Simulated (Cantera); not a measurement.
Charge: 1 mol Si, 22 mol HCl, 0.33 mol H₂, at 0.0100 bar.

Cantera equilibrium calculation (NASA polynomials, part measured and part estimated; ideal gas, pure solids and liquids). Candidate condensed phases: Si; 19 gas species. The tables' values for SiCl₃ are old estimates; treat these amounts as uncertain. Rates play no part.

x: gas mole fraction; nothing condenses.

```tsv
T (°C)	x HCl	x H₂	x SiCl₄	x SiCl₂	x SiCl₃	x Cl	x SiHCl₃
602	0.844	0.109	0.0469	1.52e-9	1.11e-6	1.27e-9	(withheld)
677	0.844	0.109	0.0468	3.94e-8	7.43e-6	1.35e-8	(withheld)
752	0.844	0.109	0.0468	6.27e-7	3.75e-5	1.03e-7	(withheld)
827	0.844	0.109	0.0466	6.75e-6	0.000150	5.92e-7	(withheld)
902	0.844	0.109	0.0462	5.28e-5	0.000499	2.74e-6	(withheld)
977	0.845	0.108	0.0449	0.000312	0.00140	1.06e-5	(withheld)
1052	0.848	0.106	0.0418	0.00140	0.00329	3.58e-5	(withheld)
1127	0.853	0.100	0.0354	0.00465	0.00622	0.000108	(withheld)
1202	0.862	0.0919	0.0258	0.0109	0.00911	0.000299	(withheld)
1277	0.871	0.0825	0.0161	0.0189	0.0105	0.000762	(withheld)
1352	0.878	0.0750	0.00887	0.0263	0.0100	0.00178	(withheld)
```

Q: Fill in the missing entries.

A: 
- 602, x SiHCl₃: 1.33e-5
- 677, x SiHCl₃: 2.78e-5
- 752, x SiHCl₃: 5.20e-5
- 827, x SiHCl₃: 8.89e-5
- 902, x SiHCl₃: 0.000140
- 977, x SiHCl₃: 0.000204
- 1052, x SiHCl₃: 0.000266
- 1127, x SiHCl₃: 0.000295
- 1202, x SiHCl₃: 0.000261
- 1277, x SiHCl₃: 0.000188
- 1352, x SiHCl₃: 0.000118
